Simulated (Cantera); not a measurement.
Cantera run:

```python
import numpy as np
import cantera as ct

gas_names = """
    Br Br2 H HBr H2 Si SiBr SiBr2 SiBr3 SiBr4 SiH SiHBr3 SiH2 SiH2Br2 SiH3 SiH3Br SiH4 Si2 Si3
""".split()
cond_names = """
    Br2(cr) Br2(L) Si(cr) Si(L)
""".split()


# ... load() reads the species with a 1 bar reference pressure and builds the phases ...
atoms = {
    'Si': {'Si': 1},
    'Br2': {'Br': 2},
    'H2': {'H': 2},
}
top_T = {}  # K; cautious upper limits of use, not melting points


# ... equilibrate(T, P, feed) seeds the gas with the atoms and calls Mixture.equilibrate('TP', solver="vcs", rtol=1e-11, max_steps=5000) ...
results = []
feed = {'Si': 1, 'Br2': 1.9, 'H2': 44}  # mol
P = 43  # Pa
for T in [1050, 1100, 1150, 1200, 1250, 1300, 1350, 1400, 1450, 1500, 1550, 1600, 1650, 1700]:
    mix = equilibrate(T, P, feed)
    results.append((T, P, feed, dict(zip(mix.species_names, mix.species_moles))))
    x = sorted(zip(gas.X, gas.species_names), reverse=True)
    print(f"T = {T:g} K  P = {P:g} Pa  gas = {mix.phase_moles(0):.4g} mol")
    print("   x: " + "  ".join(f"{s} {v:.3e}" for v, s in x if v > 0.0001))
    print("   condensed (mol): " + ("  ".join(f"{mix.phase(i).name} {mix.phase_moles(i):.4g}"
          for i in range(1, mix.n_phases) if mix.phase_moles(i) > 1e-12) or "none"))
```

It prints:

```
T = 1050 K  P = 43 Pa  gas = 45.85 mol
   x: H2 9.261e-01  HBr 6.687e-02  SiBr2 5.890e-03  SiBr4 8.636e-04  SiBr3 1.727e-04
   condensed (mol): Si(cr) 0.679
T = 1100 K  P = 43 Pa  gas = 45.89 mol
   x: H2 9.250e-01  HBr 6.781e-02  SiBr2 6.768e-03  SiBr4 2.407e-04  SiBr3 1.155e-04
   condensed (mol): Si(cr) 0.6717
T = 1150 K  P = 43 Pa  gas = 45.9 mol
   x: H2 9.250e-01  HBr 6.736e-02  SiBr2 7.376e-03  Br 1.418e-04
   condensed (mol): Si(cr) 0.6542
T = 1200 K  P = 43 Pa  gas = 45.9 mol
   x: H2 9.253e-01  HBr 6.652e-02  SiBr2 7.868e-03  Br 2.725e-04
   condensed (mol): Si(cr) 0.6353
T = 1250 K  P = 43 Pa  gas = 45.91 mol
   x: H2 9.256e-01  HBr 6.556e-02  SiBr2 8.289e-03  Br 4.958e-04
   condensed (mol): Si(cr) 0.6174
T = 1300 K  P = 43 Pa  gas = 45.92 mol
   x: H2 9.259e-01  HBr 6.451e-02  SiBr2 8.645e-03  Br 8.598e-04
   condensed (mol): Si(cr) 0.6016
T = 1350 K  P = 43 Pa  gas = 45.94 mol
   x: H2 9.261e-01  HBr 6.338e-02  SiBr2 8.927e-03  Br 1.428e-03  H 1.106e-04
   condensed (mol): Si(cr) 0.5886
T = 1400 K  P = 43 Pa  gas = 45.96 mol
   x: H2 9.262e-01  HBr 6.211e-02  SiBr2 9.119e-03  Br 2.281e-03  H 2.257e-04
   condensed (mol): Si(cr) 0.5792
T = 1450 K  P = 43 Pa  gas = 45.99 mol
   x: H2 9.261e-01  HBr 6.064e-02  SiBr2 9.201e-03  Br 3.512e-03  H 4.389e-04
   condensed (mol): Si(cr) 0.5739
T = 1500 K  P = 43 Pa  gas = 46.04 mol
   x: H2 9.258e-01  HBr 5.890e-02  SiBr2 9.148e-03  Br 5.222e-03  H 8.168e-04
   condensed (mol): Si(cr) 0.5729
T = 1550 K  P = 43 Pa  gas = 46.11 mol
   x: H2 9.250e-01  HBr 5.683e-02  SiBr2 8.938e-03  Br 7.509e-03  H 1.461e-03  SiBr 1.789e-04
   condensed (mol): Si(cr) 0.5755
T = 1600 K  P = 43 Pa  gas = 46.22 mol
   x: H2 9.236e-01  HBr 5.434e-02  Br 1.045e-02  SiBr2 8.550e-03  H 2.520e-03  SiBr 3.268e-04  Si 2.268e-04
   condensed (mol): Si(cr) 0.5783
T = 1650 K  P = 43 Pa  gas = 46.37 mol
   x: H2 9.212e-01  HBr 5.137e-02  Br 1.406e-02  SiBr2 7.976e-03  H 4.205e-03  Si 6.230e-04  SiBr 5.674e-04
   condensed (mol): Si(cr) 0.5732
T = 1700 K  P = 43 Pa  gas = 46.58 mol
   x: H2 9.171e-01  HBr 4.805e-02  Br 1.836e-02  SiBr2 7.121e-03  H 6.805e-03  Si 1.578e-03  SiBr 9.209e-04
   condensed (mol): Si(L) 0.5481
```

Method: chemical equilibrium by Gibbs-energy minimisation in Cantera with the NASA 1993 tables (ideal gas, pure condensed phases). The tables' values for SiBr, SiBr3 are old estimates; treat these amounts as uncertain. Gases not in the tables: Si2H6 and higher silanes.
